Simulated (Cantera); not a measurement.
**Ignition delay**

Mixture: 8.68 % CH4, 0.417 % H2, 19.1 % O2, 71.8 % N2, equivalence ratio 0.92, at 3.50 bar, adiabatic and at constant volume. Ignition delay is the time to a rise of 400 K.

Model: GRI-Mech 3.0 (53 species, 325 reactions), integrated in Cantera.

| T0 (K) | delay (ms) |
|---|---|
| 1300 | 2.47 |
| 1375 | 1.11 |
| 1450 | 0.519 |
| 1525 | 0.256 |
| 1600 | 0.134 |
| 1675 | 0.0741 |

The apparent activation energy between 1525 and 1675 K is 180 kJ/mol.
